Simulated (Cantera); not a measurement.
# Catalytic combustion on Pt

An isothermal plug-flow reactor at 700 K and 1800 Torr (inlet), inlet velocity 2.8 m/s, active area per volume 370 1/m; feed 1.23 % H₂, 17.5 % O₂, 81.3 % N₂.

Computed with Cantera and Deutschmann's 1995 Pt surface mechanism with GRI-Mech 3.0 gas chemistry. Catalytic surfaces can have several steady states; this one follows from the mechanism file's or the stated starting coverage. Mass transfer to the wall is taken as infinitely fast.

```tsv
z (m)	x H₂	x O₂	x H₂O	θ free Pt	θ O*	θ OH*
0.00033	0.0105	0.174	0.00186	0.108	0.884	0.00743
0.00071	0.00895	0.173	0.00342	0.0926	0.900	0.00739
0.0015	0.00684	0.173	0.00554	0.0711	0.922	0.00709
0.0033	0.00443	0.172	0.00796	0.0465	0.947	0.00628
0.0071	0.00253	0.171	0.00988	0.0269	0.968	0.00510
0.015	0.00131	0.170	0.0111	0.0147	0.981	0.00392
0.033	0.000590	0.170	0.0118	0.00799	0.989	0.00295
```
x: gas mole fraction; θ: surface coverage.
